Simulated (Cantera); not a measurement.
**Equilibrium for halide evaporation, hydrolysis and transport: CaCl2 + H2 + N2**

Feed: 1 mol CaCl2, 0.3 mol H2, 310 mol N2, equilibrated at 0.0100 bar.

These are equilibrium values from Cantera (NASA tables, ideal gas, pure condensed phases), not measurements of a reactor. Candidate condensed phases: Ca, CaCl2, NH4Cl; 16 gas species. The numbers say what is thermodynamically allowed, not how fast it happens.

| T (°C) | x N2 | x CaCl2 | x H2 | x H | x HCl | x CaCl | n CaCl2(s) | n CaCl2(l) |
|---|---|---|---|---|---|---|---|---|
| 450 | 0.999 | 1.09e-12 | 0.000967 | <1e-12 | <1e-12 | <1e-12 | 1.00 | 0 |
| 550 | 0.999 | 6.53e-10 | 0.000967 | 2.28e-12 | 4.96e-12 | <1e-12 | 1.00 | 0 |
| 650 | 0.999 | 9.52e-8 | 0.000967 | 7.61e-11 | 3.19e-10 | 1.02e-10 | 1.000 | 0 |
| 750 | 0.999 | 5.10e-6 | 0.000967 | 1.29e-9 | 9.74e-9 | 5.47e-9 | 0.998 | 0 |
| 850 | 0.999 | 0.000104 | 0.000967 | 1.32e-8 | 1.56e-7 | 1.15e-7 | 0 | 0.968 |
| 950 | 0.998 | 0.00117 | 0.000965 | 9.34e-8 | 1.58e-6 | 1.33e-6 | 0 | 0.635 |
| 1050 | 0.996 | 0.00321 | 0.000960 | 4.91e-7 | 6.95e-6 | 5.95e-6 | 0 | 0 |
| 1150 | 0.996 | 0.00320 | 0.000954 | 2.05e-6 | 1.66e-5 | 1.35e-5 | 0 | 0 |
| 1250 | 0.996 | 0.00318 | 0.000942 | 7.09e-6 | 3.55e-5 | 2.72e-5 | 0 | 0 |
| 1350 | 0.996 | 0.00315 | 0.000919 | 2.10e-5 | 6.87e-5 | 4.98e-5 | 0 | 0 |
| 1450 | 0.996 | 0.00311 | 0.000876 | 5.40e-5 | 0.000121 | 8.44e-5 | 0 | 0 |
| 1550 | 0.996 | 0.00304 | 0.000804 | 0.000123 | 0.000195 | 0.000134 | 0 | 0 |
| 1650 | 0.995 | 0.00293 | 0.000697 | 0.000249 | 0.000284 | 0.000204 | 0 | 0 |
| 1750 | 0.995 | 0.00277 | 0.000556 | 0.000448 | 0.000366 | 0.000300 | 0 | 0 |
x: gas mole fraction; n: condensed amount in mol.

From 450 °C to 750 °C the condensed part is CaCl2(s). From 850 °C to 950 °C the condensed part is CaCl2(l). From 1050 °C to 1750 °C nothing is condensed.
